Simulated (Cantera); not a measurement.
A Cantera script and its output.

```python
import numpy as np
import cantera as ct

gas = ct.Solution("gri30.yaml")
gas.TPX = 1575, 13332, {'CH4': 0.42, 'CO2': 0.31}
reactor = ct.IdealGasConstPressureReactor(gas, energy="off", clone=False)
net = ct.ReactorNet([reactor])
net.rtol, net.atol = 1e-08, 1e-18
show = ['CH4', 'CO2', 'CH3', 'HCO', 'C2H', 'O', 'CO']
times = np.geomspace(0.0008, 4, 9)

steps = ct.SolutionArray(gas, extra=["t"])
rows = []
print(f"{'t/s':>10s}{'T/K':>9s}{'P/Pa':>11s}" + "".join(f"{s:>11s}" for s in show))
for t in times:
    while net.time < t:
        t_next = net.step()
        steps.append(gas.state, t=t_next)
    rows.append([np.interp(t, steps.t, y) for y in (steps.T, steps.P, *steps(*show).X.T)])
    print(f"{t:10.3e}{rows[-1][0]:9.1f}{rows[-1][1]:11.4g}" + "".join(f"{x:11.3e}" for x in rows[-1][2:]))
rate = np.gradient(steps.T, steps.t)
print("integrator steps:", len(steps.t))
if steps.T.max() > steps.T[0] + 200:
    print(f"time of steepest temperature rise: {steps.t[rate.argmax()]:.4e} s")
gas.TPX = 1575, 13332, {'CH4': 0.42, 'CO2': 0.31}
gas.equilibrate("TP")
print(f"equilibrium (TP): T = {gas.T:.1f} K  " + "  ".join(f"{s} {gas[s].X[0]:.3e}" for s in show))
```

Output:

```
       t/s      T/K       P/Pa        CH4        CO2        CH3        HCO        C2H          O         CO
 8.000e-04   1575.0  1.333e+04  5.748e-01  4.246e-01  3.319e-04  4.539e-11  9.689e-14  1.486e-13  2.444e-06
 2.320e-03   1575.0  1.333e+04  5.735e-01  4.244e-01  6.610e-04  1.060e-09  6.050e-12  2.440e-13  1.514e-05
 6.727e-03   1575.0  1.333e+04  5.665e-01  4.233e-01  1.090e-03  8.115e-09  1.407e-10  7.956e-13  1.375e-04
 1.951e-02   1575.0  1.333e+04  5.316e-01  4.152e-01  1.309e-03  1.574e-08  2.271e-09  3.364e-12  1.278e-03
 5.657e-02   1575.0  1.333e+04  4.431e-01  3.848e-01  9.996e-04  1.133e-08  1.187e-08  6.425e-12  8.234e-03
 1.640e-01   1575.0  1.333e+04  3.120e-01  3.182e-01  6.866e-04  6.886e-09  2.685e-08  1.014e-11  3.824e-02
 4.757e-01   1575.0  1.333e+04  1.616e-01  1.917e-01  4.144e-04  3.853e-09  4.858e-08  1.849e-11  1.256e-01
 1.379e+00   1575.0  1.333e+04  5.341e-02  6.680e-02  1.908e-04  3.176e-09  7.778e-08  3.380e-11  2.328e-01
 4.000e+00   1575.0  1.333e+04  2.592e-02  4.050e-02  9.838e-05  3.689e-09  6.921e-08  3.437e-11  2.866e-01
integrator steps: 1437
equilibrium (TP): T = 1575.0 K  CH4 3.844e-03  CO2 1.508e-07  CH3 1.224e-05  HCO 5.765e-09  C2H 1.632e-08  O 4.104e-16  CO 4.264e-01
```

Computed with Cantera and GRI-Mech 3.0 (53 species, 325 reactions).
